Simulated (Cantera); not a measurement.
A closed system holds: 1 mol SiHCl3, 43 mol NH3, equilibrated at 0.00133 bar.

These are equilibrium values from Cantera (NASA tables, ideal gas, pure condensed phases), not measurements of a reactor. Candidate condensed phases: NH4Cl, Si, Si3N4; 28 gas species. The tables' values for SiCl, SiN are old estimates; treat these amounts as uncertain. Gases not in the tables: Si2H6 and higher silanes. The numbers say what is thermodynamically allowed, not how fast it happens.

Question: At 1775 K, list the 5 most abundant gas species with their mole fractions, and the condensed phases.

Answer: H2 0.718, N2 0.243, HCl 0.0270, H 0.00672, SiCl2 0.00326. Condensed: Si(l).
